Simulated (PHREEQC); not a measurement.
## Phosphoric acid bath (model solution)

Consider water at 20 °C with 88 mmol/kgw NaH2PO4 and 21 mmol/kgw HCl. Closed to the air; pH follows from the charge balance.

Equilibrium calculation in PHREEQC: ion-association model, wateq4f.dat.

| Property | Result |
|---|---|
| pH | 2.62 |
| ionic strength | 0.0909 mol/kgw |
| total alkalinity | -21.0 meq/kg |

```tsv
species	molality	activity	log γ
Na+	0.0880	0.0695	-0.102
H2PO4-	0.0699	0.0556	-0.099
Cl-	0.0210	0.0162	-0.112
H3PO4	0.0181	0.0185	0.009
H+	0.00289	0.00240	-0.081
HPO4-2	3.58e-6	1.40e-6	-0.408
NaHPO4-	2.38e-7	1.89e-7	-0.099
```

This is a speciation only: nothing precipitates in the calculation. H3PO4, which wateq4f.dat lacks, is added to it with the constant of phreeqc.dat.
